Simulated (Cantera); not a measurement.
Charge: 1 mol Al, 0.65 mol HCl, 1.1 mol H2, held at 1000 Pa.

Method: chemical equilibrium by Gibbs-energy minimisation in Cantera with the NASA 1993 tables (ideal gas, pure condensed phases). Candidate condensed phases: Al, AlCl3; 12 gas species. The tables' values for AlCl2 are old estimates; treat these amounts as uncertain. Kinetics and transport are ignored.

x: gas mole fraction; n: condensed amount in mol.

```tsv
T (K)	x H2	x AlCl	x AlCl3	x Al	x AlCl2	n Al(s)	n Al(l)
700	0.873	4.72e-5	0.120	<1e-12	3.08e-5	0.783	0
800	0.868	0.000978	0.130	<1e-12	0.000322	0.782	0
900	0.862	0.00985	0.126	7.24e-11	0.00185	0.771	0
1000	0.834	0.0547	0.104	5.07e-9	0.00645	0	…
1100	0.763	0.176	0.0494	1.55e-7	0.0118	0	…
1200	0.701	0.285	0.00632	2.66e-6	0.00748	0	…
1300	0.689	0.308	0.000416	2.92e-5	0.00262	0	0.358
1400	0.687	0.311	3.53e-5	0.000226	0.000972	0	0.352
1500	0.686	0.312	4.14e-6	0.00132	0.000407	0	0.348
1600	0.682	0.311	6.33e-7	0.00617	0.000190	0	0.337
1700	0.668	0.305	1.17e-7	0.0239	9.42e-5	0	…
```

**Question.** Some entries are withheld; supply them.

**Answer.** 
- 1000, n Al(l): 0.717
- 1100, n Al(l): 0.557
- 1200, n Al(l): 0.391
- 1700, n Al(l): 0.297
